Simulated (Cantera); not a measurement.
An isothermal, constant-pressure homogeneous reactor starts with NO : N₂ = 1 : 4 (molar parts), at 1400 K and 0.132 atm. Integrator tolerance rtol = 1e-08.

Computed with Cantera and GRI-Mech 3.0 (53 species, 325 reactions).

Question: What does this change do: temperature 1400 to 2075 K?

Answer: 
```tsv
quantity	before	after
x(NO) at 20.0 s	0.199 (gas-phase equilibrium 0.000536)	0.00682 (gas-phase equilibrium 0.00677)
x(NO₂) at 20.0 s	3.52e-5 (gas-phase equilibrium 9.99e-7)	2.57e-6 (gas-phase equilibrium 2.55e-6)
x(N₂) at 20.0 s	0.800 (gas-phase equilibrium 0.900)	0.896 (gas-phase equilibrium 0.896)
x(O) at 20.0 s	9.00e-8 (gas-phase equilibrium 8.24e-7)	0.000995 (gas-phase equilibrium 0.000995)
x(O₂) at 20.0 s	0.000223 (gas-phase equilibrium 0.0997)	0.0960 (gas-phase equilibrium 0.0961)
```
